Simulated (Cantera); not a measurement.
## Moist CO burnout

An isothermal, constant-pressure homogeneous reactor starts with 0.185 % CO, 1.85 % O2, 0.546 % H2O, 97.4 % N2, equivalence ratio 0.050, at 1300 K and 10.0 bar.

Cantera simulation using GRI-Mech 3.0 (53 species, 325 reactions); the numbers are that mechanism's predictions, not measurements.

```tsv
t (s)	x CO	x O2	x H2O	x NO	x O	x H2O2
8.00e-5	0.00185	0.0185	0.00546	<1e-12	5.17e-9	1.61e-12
0.000215	0.00185	0.0185	0.00546	<1e-12	2.56e-8	2.67e-11
0.000576	0.00184	0.0185	0.00545	<1e-12	8.62e-7	8.60e-9
0.00155	0.00162	0.0184	0.00545	3.00e-10	4.19e-6	8.02e-8
0.00415	0.00107	0.0181	0.00545	2.55e-9	2.89e-6	5.00e-8
0.0111	0.000432	0.0178	0.00545	8.95e-9	1.24e-6	1.59e-8
0.0299	7.19e-5	0.0176	0.00546	1.74e-8	2.62e-7	2.51e-9
0.0803	3.48e-6	0.0176	0.00546	2.49e-8	3.85e-8	5.72e-10
0.215	4.83e-8	0.0176	0.00546	2.68e-8	1.07e-8	1.78e-10
0.578	6.99e-10	0.0176	0.00546	2.70e-8	7.53e-9	1.27e-10
1.55	6.80e-10	0.0176	0.00546	2.72e-8	7.47e-9	1.26e-10
4.16	6.80e-10	0.0176	0.00546	2.77e-8	7.47e-9	1.26e-10
11.2	6.80e-10	0.0176	0.00546	2.90e-8	7.47e-9	1.26e-10
30.0	6.80e-10	0.0176	0.00546	3.24e-8	7.47e-9	1.26e-10
```
x: mole fraction; the columns are a selection and need not sum to one.

Equilibrium at this temperature and pressure: CO 6.81e-10, O2 0.0175, H2O 0.00546, NO 0.000128, O 7.46e-9, H2O2 1.25e-10 (gas phase only).
